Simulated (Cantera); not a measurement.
Charge: 1 mol Ca(OH)2, 2.8 mol H2, equilibrated at 1975 °C and 195 Torr.

Method: chemical equilibrium by Gibbs-energy minimisation in Cantera with the NASA 1993 tables (ideal gas, pure condensed phases). Equilibrium is a limit: real reactors are often held back by kinetics, nucleation or transport.

| species | before | after |
|---|---|---|
| H2 | 0.726 | 0.737 |
| H2O | 0.261 | 0.263 |
| H | 0.0123 | 0.000391 |
| Ca(OH)2 | 0.000147 | 2.88e-6 |
| Ca | 4.10e-5 | 1.19e-8 |
| CaOH | 0.000105 | 1.88e-7 |
| OH | 0.000660 | 8.20e-6 |
| CaO(s), mol | 0.999 | 1.000 |
Gas species are given as mole fractions.

Task: Which change was made?
A) temperature from 1975 °C to 1477 °C
B) pressure from 195 Torr to 11.3 Torr
C) pressure from 195 Torr to 0.975 Torr
D) pressure from 195 Torr to 1.00 Torr

Result: A, temperature from 1975 °C to 1477 °C
